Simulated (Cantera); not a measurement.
## Adiabatic ignition

An adiabatic, constant-pressure homogeneous reactor starts with CH₄ : H₂ : O₂ : N₂ = 1 : 0.21 : 1.44 : 5.49 (molar parts), at 1800 K and 3450 Torr.

Cantera simulation using GRI-Mech 3.0 (53 species, 325 reactions); the numbers are that mechanism's predictions, not measurements.

| t (s) | T (K) | x CH₄ | x H₂ | x O₂ | x HCN | x OH |
|---|---|---|---|---|---|---|
| 9.00e-6 | 1804 | 0.120 | 0.0259 | 0.175 | 2.98e-11 | 2.05e-5 |
| 1.84e-5 | 1903 | 0.0943 | 0.0336 | 0.157 | 5.99e-9 | 0.000166 |
| 3.76e-5 | 2935 | 1.39e-12 | 0.0697 | 0.00263 | 1.13e-8 | 0.0152 |
| 7.69e-5 | 2973 | 2.29e-12 | 0.0697 | 0.00203 | 3.03e-8 | 0.0137 |
| 0.000157 | 2969 | 2.41e-12 | 0.0702 | 0.00193 | 4.94e-8 | 0.0134 |
| 0.000321 | 2965 | 2.50e-12 | 0.0708 | 0.00184 | 6.75e-8 | 0.0131 |
| 0.000656 | 2964 | 2.53e-12 | 0.0710 | 0.00181 | 7.39e-8 | 0.0130 |
| 0.00134 | 2964 | 2.53e-12 | 0.0710 | 0.00181 | 7.43e-8 | 0.0130 |
| 0.00274 | 2964 | 2.53e-12 | 0.0710 | 0.00181 | 7.43e-8 | 0.0130 |
| 0.00561 | 2964 | 2.53e-12 | 0.0710 | 0.00181 | 7.43e-8 | 0.0130 |
| 0.0115 | 2964 | 2.53e-12 | 0.0710 | 0.00181 | 7.43e-8 | 0.0130 |
| 0.0234 | 2964 | 2.53e-12 | 0.0710 | 0.00181 | 7.43e-8 | 0.0130 |
| 0.0479 | 2964 | 2.53e-12 | 0.0710 | 0.00181 | 7.43e-8 | 0.0130 |
| 0.0978 | 2964 | 2.53e-12 | 0.0710 | 0.00181 | 7.43e-8 | 0.0130 |
| 0.200 | 2964 | 2.53e-12 | 0.0710 | 0.00181 | 7.43e-8 | 0.0130 |
x: mole fraction; the columns are a selection and need not sum to one.

```json
{
 "time_of_steepest_temperature_rise": "23.5 µs",
 "temperature at 0.200 s": "2964 K",
 "equilibrium_temperature": "2964 K",
 "x(CH₄) at 0.200 s": "2.53e-12 (gas-phase equilibrium 2.98e-12)",
 "x(H₂) at 0.200 s": "0.0710 (gas-phase equilibrium 0.0710)",
 "x(O₂) at 0.200 s": "0.00181 (gas-phase equilibrium 0.00181)"
}
```
